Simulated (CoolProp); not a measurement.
Computed with CoolProp (reference Helmholtz-energy equation of state, Thol 2014).

For chloromethane (R40), give the phase and the cp (kJ/(kg K)), speed of sound (m/s) at 169.25 °C and 0.112 MPa; 169.25 °C and 0.474 MPa; 169.25 °C and 2 MPa.


- 169.25 °C and 0.112 MPa: gas; cp 1.02, speed of sound 294
- 169.25 °C and 0.474 MPa: gas; cp 1.04, speed of sound 291
- 169.25 °C and 2 MPa: gas; cp 1.15, speed of sound 277
